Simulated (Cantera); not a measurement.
An adiabatic, constant-volume homogeneous reactor starts with C2H4 : O2 : N2 : CO2 = 1 : 5.08 : 20.3 : 4.5 (molar parts), equivalence ratio 0.59, at 1725 K and 1.40 bar.

Computed with Cantera and GRI-Mech 3.0 (53 species, 325 reactions). GRI-Mech 3.0 was tuned for natural gas; its chemistry of ethylene as a main component is partial and can be far from experiment.

Q: Predict: time of steepest temperature rise; temperature at 0.600 s; equilibrium temperature; x(O2) at 0.600 s; x(CO2) at 0.600 s; x(OH) at 0.600 s; x(H2) at 0.600 s.

A: 
```json
{
 "time_of_steepest_temperature_rise": "14.7 µs",
 "temperature at 0.600 s": "2612 K",
 "equilibrium_temperature": "2612 K",
 "x(O2) at 0.600 s": "0.0699 (gas-phase equilibrium 0.0699)",
 "x(CO2) at 0.600 s": "0.177 (gas-phase equilibrium 0.177)",
 "x(OH) at 0.600 s": "0.00954 (gas-phase equilibrium 0.00954)",
 "x(H2) at 0.600 s": "0.00146 (gas-phase equilibrium 0.00146)"
}
```
